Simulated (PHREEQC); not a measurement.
Synthetic water in mg/L, 25 °C, pH 6.54, pe -1.4: Na 4310; K 2820; Ca 578; Mg 318; Cl 10600; S(6) as SO4 406; Alkalinity as HCO3 1.79e-05; Li 6.13.

Valence states are taken as typed.

Model: ion-association model, phreeqc.dat, run in PHREEQC.

No solid was allowed to form.

Q: Order these S species by the share of S that they hold, largest first: CaSO4, KSO4-, SO4-2, NaSO4-, MgSO4.

A: SO4-2 (59 %), NaSO4- (14 %), MgSO4 (12 %), CaSO4 (9.2 %), KSO4- (6.7 %)

The ionic strength is 0.344 mol/kgw. Complexes and solids missing from the database can't appear.
